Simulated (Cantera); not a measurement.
Adiabatic ignition

An adiabatic, constant-volume homogeneous reactor starts with CH4 : CO : O2 : N2 : H2O = 1 : 0.78 : 6.83 : 25.7 : 6.2 (molar parts), at 1575 K and 0.540 bar.

Computed with Cantera and GRI-Mech 3.0 (53 species, 325 reactions).

```csv
t (s),T (K),P (bar),x CH4,x CO,x O2,x H2O,x C2H,x CH3
4.00e-6,1575,0.540,0.0247,0.0193,0.169,0.153,<1e-12,3.21e-7
1.59e-5,1575,0.540,0.0247,0.0193,0.169,0.153,<1e-12,1.93e-6
6.34e-5,1575,0.540,0.0247,0.0193,0.169,0.153,<1e-12,1.10e-5
0.000252,1575,0.540,0.0246,0.0192,0.169,0.153,<1e-12,8.53e-5
0.00100,2203,0.756,<1e-12,0.00389,0.108,0.192,<1e-12,<1e-12
0.00400,2287,0.780,<1e-12,0.00157,0.108,0.197,<1e-12,<1e-12
0.0159,2285,0.780,<1e-12,0.00156,0.108,0.198,<1e-12,<1e-12
0.0634,2280,0.778,<1e-12,0.00152,0.107,0.198,<1e-12,<1e-12
0.252,2270,0.774,<1e-12,0.00145,0.105,0.198,<1e-12,<1e-12
1.00,2268,0.774,<1e-12,0.00144,0.104,0.198,<1e-12,<1e-12
4.00,2268,0.774,<1e-12,0.00144,0.104,0.198,<1e-12,<1e-12
```
x: mole fraction; the columns are a selection and need not sum to one.

```yaml
time_of_steepest_temperature_rise: 0.755 ms
temperature at 4.00 s: 2268 K
equilibrium_temperature: 2268 K
x(CH4) at 4.00 s: <1e-12 (gas-phase equilibrium <1e-12)
x(CO) at 4.00 s: 0.00144 (gas-phase equilibrium 0.00144)
x(O2) at 4.00 s: 0.104 (gas-phase equilibrium 0.104)
```
